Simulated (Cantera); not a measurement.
**Si + HCl + H₂ (chlorosilane synthesis and conversion)**

Input: 1 mol Si, 0.83 mol HCl, 15 mol H₂, equilibrated at 998.15 K.

Cantera equilibrium calculation (NASA polynomials, part measured and part estimated; ideal gas, pure solids and liquids). Candidate condensed phases: Si; 19 gas species. The tables' values for SiCl₃ are old estimates; treat these amounts as uncertain. Gases not in the tables: Si₂H₆ and higher silanes. The numbers say what is thermodynamically allowed, not how fast it happens.

| P (Pa) | x H₂ | x HCl | x SiHCl₃ | x SiCl₄ | x SiH₂Cl₂ | x SiH₃Cl | x SiCl₃ | x SiCl₂ | n Si(s) |
|---|---|---|---|---|---|---|---|---|---|
| 10000 | 0.977 | 0.0107 | 0.00436 | 0.00689 | 0.000297 | 5.15e-6 | 0.000237 | 0.000199 | 0.813 |
| 20000 | 0.978 | 0.00898 | 0.00511 | 0.00676 | 0.000416 | 8.64e-6 | 0.000196 | 0.000140 | 0.802 |
| 42000 | 0.979 | 0.00739 | 0.00597 | 0.00649 | 0.000591 | 1.49e-5 | 0.000158 | 9.44e-5 | 0.792 |
| 85000 | 0.980 | 0.00610 | 0.00681 | 0.00611 | 0.000817 | 2.50e-5 | 0.000127 | 6.44e-5 | 0.782 |
| 170000 | 0.980 | 0.00503 | 0.00764 | 0.00565 | 0.00111 | 4.12e-5 | 0.000100 | 4.38e-5 | 0.772 |
| 350000 | 0.981 | 0.00410 | 0.00846 | 0.00509 | 0.00151 | 6.91e-5 | 7.76e-5 | 2.90e-5 | 0.762 |
| 720000 | 0.981 | 0.00331 | 0.00921 | 0.00448 | 0.00204 | 0.000115 | 5.89e-5 | 1.89e-5 | 0.752 |
| 1500000 | 0.981 | 0.00265 | 0.00984 | 0.00383 | 0.00272 | 0.000192 | 4.36e-5 | 1.21e-5 | 0.741 |
| 3000000 | 0.980 | 0.00214 | 0.0103 | 0.00322 | 0.00353 | 0.000309 | 3.22e-5 | 7.87e-6 | 0.729 |
x: gas mole fraction; n: condensed amount in mol.

From 75.0 Torr to 22500 Torr the condensed part is Si(s). The main Si-bearing gas is SiCl₄ at 75.0 Torr and SiHCl₃ at 22500 Torr. The share of Si in condensed phases is highest at 75.0 Torr (81.3 %) and lowest at 22500 Torr (72.9 %).
